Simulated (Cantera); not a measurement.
Standard-state values (1 bar) from the NASA 1993 polynomials, evaluated with Cantera. Values are per mole of reaction as written; species without (g) are pure solids or liquids, kept so even where they would boil at 1 bar.

### Question
Between 1100 and 1850 K, where is each reaction favourable under standard conditions?
- Ba(OH)2 + 2 HBr(g) → 2 H2O(g) + BaBr2

### Answer
- Ba(OH)2 + 2 HBr(g) → 2 H2O(g) + BaBr2: ΔG° is -220 kJ at 1100 K and -207 kJ at 1850 K; it stays negative (K > 1). ΔH° is -240 kJ and ΔS° -17 J/K at 1850 K.
